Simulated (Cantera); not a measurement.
A closed system holds: 1 mol C2H5OH, 0.89 mol NH3, 45 mol N2, equilibrated at 1748 K and 10.0 mbar.

Equilibrium computed with Cantera from the NASA thermochemical tables; the gas is ideal and each condensed phase is pure. Candidate condensed phases: C, C6H6, C7H8, C8H18, H2O; 136 gas species. Rates play no part.

**Question.** What is the equilibrium state?

**Answer.** x(N2): 0.894
x(H2): 0.0843
x(CO): 0.0197
x(HCN): 0.00130
x(H): 0.000663
x(HNC): 4.37e-5
x(C2H2 (acetylene)): 9.52e-6
n(C(graphite)): 0.931 mol
gas amount: 50.80 mol
